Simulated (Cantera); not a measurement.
A perfectly stirred reactor is fed with H2 : O2 : N2 = 1.9 : 1 : 1.2 (molar parts), equivalence ratio 0.95, at 100000 Pa; it is held at 1250 K, and followed from long to short residence time.

Model: the H2/O2 subset of GRI-Mech 3.0, which has no nitrogen chemistry, integrated in Cantera. The temperature is held fixed by assumption; the heat of reaction is taken as removed at once.

Q: What does this change do: pressure from 100000 Pa to 11000 Pa?

A: 
```tsv
quantity	before	after
x(H2) at τ = 17.0 s	0.000158	0.000515
x(O2) at τ = 17.0 s	0.0159	0.0160
x(H2O) at τ = 17.0 s	0.603	0.602
x(OH) at τ = 17.0 s	2.75e-5	0.000361
x(O) at τ = 17.0 s	2.35e-7	2.17e-5
x(H2) at τ = 0.100 s	0.00304	0.0113
x(O2) at τ = 0.100 s	0.0173	0.0214
x(H2O) at τ = 0.100 s	0.599	0.584
x(OH) at τ = 0.100 s	0.000202	0.00198
x(O) at τ = 0.100 s	1.80e-5	0.000688
```

Q: What does this change do: H2 1.9 to 0.23 parts?

A: 
```
quantity                 before     after
---------------------  --------  --------
x(H2) at τ = 17.0 s    0.000158   6.79e-6
x(O2) at τ = 17.0 s      0.0159     0.382
x(H2O) at τ = 17.0 s      0.603    0.0993
x(OH) at τ = 17.0 s     2.75e-5   3.58e-5
x(O) at τ = 17.0 s      2.35e-7   1.37e-6
x(H2) at τ = 0.100 s    0.00304  0.000213
x(O2) at τ = 0.100 s     0.0173     0.382
x(H2O) at τ = 0.100 s     0.599    0.0990
x(OH) at τ = 0.100 s   0.000202  0.000184
x(O) at τ = 0.100 s     1.80e-5   4.80e-5
```
